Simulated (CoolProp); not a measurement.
Vapour-liquid equilibrium of n-octane (1) + o-xylene (2) at 0.0042 MPa; x and y are mole fractions of (1).

Computed with CoolProp (multi-fluid Helmholtz-energy mixture model, Beckmüller 2019 and Zhou 2012; pair parameters Bell 2016).

```
x     bubble temperature (K)  y at the bubble point  dew temperature at overall composition x (K)  liquid density (mol/L)
----  ----------------------  ---------------------  --------------------------------------------  ----------------------
0.05                   326.3                  0.103                                         326.9                   7.894
0.2                    323.2                  0.345                                         325.1                   7.543
0.35                   320.7                  0.523                                         323.1                   7.213
0.5                    318.6                  0.664                                         321.0                   6.903
0.65                   316.8                  0.780                                         318.8                   6.614
0.8                    315.3                  0.881                                         316.5                   6.342
0.95                   313.8                  0.972                                         314.2                   6.088
```

No azeotrope shows between x = 0.05 and 0.95.

Pair parameters are fitted to limited data, so mixtures are less certain than the pure fluids.
